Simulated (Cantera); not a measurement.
Charge: 1 mol Si₃N₄, 4.6 mol H₂, 60 mol N₂, held at 1575 K and 2.20 Pa.

Equilibrium computed with Cantera from the NASA thermochemical tables; the gas is ideal and each condensed phase is pure. Candidate condensed phases: Si, Si₃N₄; 18 gas species. The tables' values for SiN are old estimates; treat these amounts as uncertain. Rates play no part.

Base state: N₂ 0.927, H₂ 0.0677, Si 0.00261, H 0.00230, Si₂N 1.83e-5, SiN 1.12e-5 (mole fractions); condensed: Si(s).

**Question.** What changes in the equilibrium state with this change: pressure from 2.20 Pa to 5300 Pa?

**Answer.** 
```json
[
 {"species": "N₂", "before": "0.927", "after": "0.929"},
 {"species": "H₂", "before": "0.0677", "after": "0.0712"},
 {"species": "H", "before": "0.00230", "after": "4.82e-5"},
 {"species": "Si", "before": "0.00261", "after": "2.69e-8"},
 {"species": "Si₂N", "before": "1.83e-5", "after": "<1e-9"},
 {"species": "SiN", "before": "1.12e-5", "after": "5.66e-9"},
 {"species": "Si(s), mol", "before": "2.82", "after": "0"},
 {"species": "Si₃N₄(s), mol", "before": "0", "after": "1.000"}
]
```
